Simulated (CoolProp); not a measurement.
Vapour-liquid equilibrium of o-xylene (1) + n-undecane (2) at 83.5 kPa; x and y are mole fractions of (1).

Values from CoolProp's multi-fluid Helmholtz-energy mixture model, Zhou 2012 and Aleksandrov 2011; pair parameters Bell 2016.

| x | bubble temperature (°C) | y at the bubble point | dew temperature at overall composition x (°C) | liquid density (mol/L) |
|---|---|---|---|---|
| 0.05 | 184.1 | 0.137 | 186.6 | (withheld) |
| 0.125 | 178.4 | 0.311 | (withheld) | 4.176 |
| 0.2 | 173.1 | 0.452 | 182.1 | 4.366 |
| 0.275 | (withheld) | 0.566 | 179.7 | 4.566 |
| 0.35 | 163.7 | 0.657 | 177.0 | 4.777 |
| 0.425 | 159.6 | 0.731 | 174.2 | 5.000 |
| 0.5 | 155.8 | 0.791 | 171.1 | 5.236 |
| 0.575 | (withheld) | 0.840 | 167.8 | 5.487 |
| 0.65 | 149.2 | 0.880 | 164.1 | (withheld) |
| 0.725 | 146.3 | 0.914 | 160.0 | 6.044 |
| 0.8 | 143.6 | 0.943 | 155.2 | 6.354 |
| 0.875 | 141.1 | 0.967 | 149.7 | 6.689 |
| 0.95 | 138.7 | 0.988 | 142.8 | (withheld) |

Task: What belongs in the gaps?

Result: 
- 0.05, liquid density (mol/L): 3.995
- 0.125, dew temperature at overall composition x (°C): 184.5
- 0.275, bubble temperature (°C): 168.2
- 0.575, bubble temperature (°C): 152.4
- 0.65, liquid density (mol/L): 5.756
- 0.95, liquid density (mol/L): 7.053

No azeotrope shows between x = 0.05 and 0.95.

The pair parameters rest on a limited set of measurements; away from them the model extrapolates.
